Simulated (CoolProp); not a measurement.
Vapour pressure (bar) of dodecamethylcyclohexasiloxane (D6): the reference equation beside estimates from Tc = 645.8 K, pc = 9.614 bar, ω = 0.736. Clausius-Clapeyron is anchored at 305.8 K with a constant enthalpy of vaporisation of 69.45 kJ/mol.

Computed with CoolProp (reference Helmholtz-energy equation of state, Colonna 2008). It is a short technical equation, of lower accuracy than the large ones.

```tsv
T (K)	reference	Lee-Kesler	Clausius-Clapeyron	van der Waals	Redlich-Kwong	Soave-Redlich-Kwong	Peng-Robinson
293.8	2.155e-5	2.662e-5	___	0.1370	0.005301	___	3.599e-5
296.8	2.890e-5	3.517e-5	2.911e-5	0.1476	0.006233	3.290e-5	4.712e-5
299.8	___	4.615e-5	3.858e-5	0.1589	0.007299	4.331e-5	6.128e-5
302.8	5.080e-5	6.017e-5	5.084e-5	0.1707	0.008512	5.662e-5	7.921e-5
305.8	6.664e-5	___	6.664e-5	0.1832	0.009889	7.356e-5	0.0001018
308.8	8.682e-5	___	8.689e-5	0.1963	___	9.498e-5	0.0001300
311.8	0.0001124	0.0001285	0.0001127	0.2101	0.01320	0.0001219	0.0001651
314.8	0.0001445	0.0001636	___	0.2246	0.01517	0.0001555	0.0002086
317.8	0.0001848	0.0002071	0.0001869	0.2398	0.01738	0.0001974	0.0002620
320.7	0.0002329	0.0002587	0.0002371	0.2552	0.01976	0.0002472	0.0003251
323.7	0.0002943	0.0003241	___	0.2718	0.02249	0.0003103	0.0004044
326.7	0.0003699	0.0004040	0.0003825	0.2892	0.02552	0.0003876	0.0005006
329.7	0.0004623	0.0005011	0.0004826	0.3074	0.02888	0.0004817	0.0006168
```

Question: Some entries are withheld; supply them.

Answer: 
- 293.8, Clausius-Clapeyron: 2.184e-5
- 293.8, Soave-Redlich-Kwong: 2.483e-5
- 299.8, reference: 3.845e-5
- 305.8, Lee-Kesler: 7.795e-5
- 308.8, Lee-Kesler: 0.0001004
- 308.8, Redlich-Kwong: 0.01145
- 314.8, Clausius-Clapeyron: 0.0001455
- 323.7, Clausius-Clapeyron: 0.0003018

Absolute difference from the reference over all 13 rows, mean and median: Lee-Kesler 15.0 and 14.3 %, Clausius-Clapeyron 1.3 and 0.7 %, van der Waals 247244.4 and 186821.7 %, Redlich-Kwong 13042.5 and 11643.8 %, Soave-Redlich-Kwong 9.0 and 8.5 %, Peng-Robinson 48.2 and 46.9 %.
